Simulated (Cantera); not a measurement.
Diamond growth

A diamond (100) surface in a fixed gas of H2 with x(CH4) = 0.0039, x(H) = 0.00066, x(CH3) = 0.00029, at 900 K; coverages are run to steady state.

Computed with Cantera and the Harris–Goodwin 1993 mechanism for the reconstructed diamond (100) surface.

```
P (Pa)  growth (µm/h)  θ c6HH   θ c6H*  θ c6*H   θ c6**  θ c6HM
------  -------------  ------  -------  ------  -------  ------
680             0.374   0.501  0.00748   0.209  0.00273   0.224
1100            0.626   0.495  0.00738   0.207  0.00269   0.232
1800             1.05   0.490  0.00731   0.205  0.00266   0.237
3000             1.77   0.487  0.00727   0.203  0.00265   0.241
4900             2.91   0.485  0.00724   0.203  0.00264   0.243
7900             4.72   0.484  0.00723   0.202  0.00263   0.244
13000            7.80   0.484  0.00722   0.202  0.00263   0.245
21000            12.6   0.483  0.00722   0.202  0.00263   0.245
```
θ: site fractions in the mechanism's names (c6HH fully hydrogenated, c6H* and c6*H radical sites, c6** diradical, c6HM methylated).
